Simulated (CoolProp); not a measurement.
Vapour-liquid equilibrium of isopentane (1) + R365MFC (2) at 385.6 K; x and y are mole fractions of (1).

Computed with CoolProp (multi-fluid Helmholtz-energy mixture model, Lemmon 2006 and Lemmon 2016; pair parameters Bell 2016).

Give the bubble pressure and the first vapour's composition at x = 0.25, 0.65, 0.95. Is there an azeotrope?

x = 0.25: 1.039 MPa, y = 0.368; x = 0.65: 1.138 MPa, y = 0.630; x = 0.95: 0.9981 MPa, y = 0.908. y crosses x between x = 0.55 and 0.65: the model has an azeotrope there.

The pair parameters rest on a limited set of measurements; away from them the model extrapolates.
